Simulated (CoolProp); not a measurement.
Saturation properties of water (Tc = 373.9 °C, pc = 220.6 bar, ω = 0.344).

Model: reference Helmholtz-energy equation of state, Wagner 2002, in CoolProp.

| T (°C) | p (bar) | enthalpy of vaporisation (kJ/kg) | vapour Z | surface tension (mN/m) |
|---|---|---|---|---|
| 144.05 | (withheld) | 2132 | 0.9613 | 49.9 |
| 168.25 | 7.592 | 2055 | 0.9413 | 44.7 |
| 192.45 | 13.24 | 1969 | 0.9153 | 39.2 |
| 216.55 | 21.70 | 1872 | 0.8827 | 33.7 |
| 240.75 | 33.91 | 1762 | (withheld) | 28.0 |
| 264.95 | 50.81 | 1634 | (withheld) | 22.3 |
| 289.15 | 73.50 | 1483 | (withheld) | 16.7 |
| 313.25 | 103.1 | 1298 | 0.6613 | 11.2 |
| 337.45 | (withheld) | 1058 | 0.5678 | 6.10 |

Question: What belongs in the gaps?

Answer: 
- 144.05, p (bar): 4.049
- 240.75, vapour Z: 0.8424
- 264.95, vapour Z: 0.7934
- 289.15, vapour Z: 0.7340
- 337.45, p (bar): 141.4

It boils at 100.0 °C under 1 atm.

Surface tension comes from a separate correlation (Mulero 2012).
